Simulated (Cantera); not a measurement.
A Cantera script and what it prints.

```python
import numpy as np
import cantera as ct

gas_names = """
    H HNO HNO2 HNO3 HO2 H2 H2O H2O2 N NH NH2 NH3 NH2OH NO NO2 NO3 N2 N2H2 N2H4 N2O O OH O2 O3 Si SiH
    SiH2 SiH3 SiH4 SiN SiO SiO2 Si2 Si2N Si3
""".split()
cond_names = """
    H2O(s) H2O(L) Si(cr) Si(L) SiO2(Lqz) SiO2(hqz) SiO2(L) Si2N2O(s) Si3N4(a)
""".split()


# ... load() reads the species with a 1 bar reference pressure and builds the phases ...
atoms = {
    'Si3N4': {'Si': 3, 'N': 4},
    'H2O': {'H': 2, 'O': 1},
    'N2': {'N': 2},
}
top_T = {'Si2N2O(s)': 2100, 'Si3N4(a)': 2400}  # K; cautious upper limits of use, not melting points


# ... equilibrate(T, P, feed) seeds the gas with the atoms and calls Mixture.equilibrate('TP', solver="vcs", rtol=1e-11, max_steps=5000) ...
results = []
feed = {'Si3N4': 1, 'H2O': 0.61, 'N2': 1}  # mol
T = 1348.15  # K
P = 13332.2  # Pa
mix = equilibrate(T, P, feed)
results.append((T, P, feed, dict(zip(mix.species_names, mix.species_moles))))
print(gas.report(threshold=1e-05))
for i in range(1, mix.n_phases):
    print(f"{mix.phase(i).name:16s} {mix.phase_moles(i):12.5e} mol")
```

Result:

```
       temperature   1348.2 K
          pressure   13332 Pa
           density   0.022918 kg/m^3
  mean mol. weight   19.268 kg/kmol
   phase of matter   gas

                          1 kg             1 kmol
                     ---------------   ---------------
          enthalpy        1.6904e+06         3.257e+07  J
   internal energy        1.1086e+06        2.1361e+07  J
           entropy             12411        2.3914e+05  J/K
    Gibbs function       -1.5042e+07       -2.8983e+08  J
 heat capacity c_p            1733.2             33395  J/K
 heat capacity c_v            1301.7             25081  J/K

                      mass frac. Y      mole frac. X     chem. pot. / RT
                     ---------------   ---------------   ---------------
                H2          0.035196           0.33639           -21.402
                N2            0.9648            0.6636           -28.115
     [  +33 minor]        2.1324e-06        5.8731e-06

Si(cr)            0.00000e+00 mol
SiO2(hqz)         0.00000e+00 mol
Si2N2O(s)         6.10000e-01 mol
Si3N4(a)          5.93333e-01 mol
```

Equilibrium computed with Cantera from the NASA thermochemical tables; the gas is ideal and each condensed phase is pure. Mutual solubility and eutectic melting of coexisting phases are not modelled.
